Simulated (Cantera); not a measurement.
Cantera run:

```python
import numpy as np
import cantera as ct

gas_names = """
    Ca CaO CaOH CaO2H2 Ca2 H HO2 H2 H2O H2O2 O OH O2 O3
""".split()
cond_names = """
    Ca(a) Ca(b) Ca(L) CaO(s) CaO(L) CaO2H2(s) H2O(s) H2O(L)
""".split()


# ... load() reads the species with a 1 bar reference pressure and builds the phases ...
atoms = {
    'Ca(OH)2': {'Ca': 1, 'O': 2, 'H': 2},
    'H2O': {'H': 2, 'O': 1},
}
top_T = {}  # K; cautious upper limits of use, not melting points


# ... equilibrate(T, P, feed) seeds the gas with the atoms and calls Mixture.equilibrate('TP', solver="vcs", rtol=1e-11, max_steps=5000) ...
results = []
feed = {'Ca(OH)2': 1, 'H2O': 5.4}  # mol
P = 26  # Pa
for T in [1475, 1525, 1575, 1625, 1675, 1725, 1775, 1825, 1875, 1925, 1975, 2025]:
    mix = equilibrate(T, P, feed)
    results.append((T, P, feed, dict(zip(mix.species_names, mix.species_moles))))

top = {s: max(r[3][s] / sum(r[3][g] for g in gas_names) for r in results) for s in gas_names}
cols = sorted((s for s in top if top[s] > 1e-05), key=lambda s: -top[s])[:8]
seen = [c for c in cond_names if any(r[3].get(c, 0) > 1e-12 for r in results)]
print("log10 of partial pressures in bar; condensed amounts in mol")
print(f"{'T/K':>10s}" + "".join(f"{s[:9]:>10s}" for s in cols + seen))
for T, P, feed, n in results:
    ng = sum(n[g] for g in gas_names)
    print(f"{T:10.4g}" + "".join(f"{np.log10(max(n[s] / ng * P / 1e5, 1e-99)):10.3f}" for s in cols)
          + "".join(f"{n.get(c, 0):10.4g}" for c in seen))
```

Result:

```
log10 of partial pressures in bar; condensed amounts in mol
       T/K       H2O        H2        O2         H        OH         O      CaOH    CaO2H2    CaO(s)
      1475    -3.587    -6.193    -6.530    -7.983    -6.959    -8.807   -12.399   -10.006         1
      1525    -3.588    -5.999    -6.339    -7.625    -6.723    -8.416   -11.810    -9.702         1
      1575    -3.589    -5.817    -6.160    -7.290    -6.502    -8.051   -11.259    -9.418         1
      1625    -3.592    -5.647    -5.993    -6.975    -6.295    -7.707   -10.743    -9.153         1
      1675    -3.595    -5.488    -5.836    -6.679    -6.101    -7.385   -10.259    -8.905         1
      1725    -3.599    -5.340    -5.689    -6.401    -5.919    -7.081    -9.804    -8.673    0.9999
      1775    -3.605    -5.201    -5.552    -6.139    -5.749    -6.795    -9.376    -8.457    0.9999
      1825    -3.613    -5.071    -5.423    -5.892    -5.590    -6.525    -8.973    -8.255    0.9998
      1875    -3.624    -4.950    -5.303    -5.659    -5.441    -6.270    -8.594    -8.067    0.9997
      1925    -3.639    -4.839    -5.191    -5.439    -5.302    -6.030    -8.236    -7.894    0.9995
      1975    -3.659    -4.738    -5.088    -5.233    -5.175    -5.803    -7.899    -7.736     0.999
      2025    -3.685    -4.646    -4.995    -5.039    -5.058    -5.590    -7.582    -7.592    0.9981
```

Cantera equilibrium calculation (NASA polynomials, part measured and part estimated; ideal gas, pure solids and liquids).
